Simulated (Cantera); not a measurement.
Si2H6 + O3 + N2 + H2O (silicon oxide and oxynitride deposition)

Feed: 1 mol Si2H6, 0.85 mol O3, 29 mol N2, 0.57 mol H2O, equilibrated at 623 K and 0.563 Torr.

Method: chemical equilibrium by Gibbs-energy minimisation in Cantera with the NASA 1993 tables (ideal gas, pure condensed phases). Candidate condensed phases: H2O, Si, SiO2, Si2N2O, Si3N4; 35 gas species. The feed counts by its element totals alone. N2 is the only nitrogen source here; it is nearly inert below about 1500 K, so the nitride shown seldom forms there in practice. Rates play no part.

```json
{
 "x(N2)": "0.889",
 "x(H2)": "0.111",
 "n(SiO2(α-quartz))": "1.41 mol",
 "n(Si2N2O(s))": "0.293 mol",
 "gas_amount": "32.28 mol",
 "log10 activity of Si(s) (absent)": "-18.59"
}
```
